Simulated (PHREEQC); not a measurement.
Dissolve 0.0052 mol/kgw FeCl3, 0.00748 mol/kgw NaH2PO4 and 4.3e-05 mol/kgw Na2SO4 at 50 °C. Closed to the air; pH follows from the charge balance.

Model: ion-association model, wateq4f.dat, run in PHREEQC.

This is a speciation only: nothing precipitates in the calculation.

Q: Order these P species by the share of P that they hold, largest first: H3PO4, FeH2PO4+2, H2PO4-.

A: FeH2PO4+2 (61 %), H2PO4- (36 %), H3PO4 (3.4 %)

Q: Order these Fe species by the share of Fe that they hold, largest first: Fe2(OH)2+4, Fe(OH)2+, Fe+3, FeOH+2, FeH2PO4+2.

A: FeH2PO4+2 (88 %), FeOH+2 (6.3 %), Fe(OH)2+ (5.5 %), Fe+3 (0.25 %), Fe2(OH)2+4 (0.15 %)

The pH is 3.24 and the ionic strength 0.0233 mol/kgw. Saturation is exceeded, for instance for Strengite, Hematite (slow to form); the values hold only as long as no solid forms. H3PO4, which wateq4f.dat lacks, is added to it with the constant of phreeqc.dat. Constants without temperature data keep their 25 °C values here.
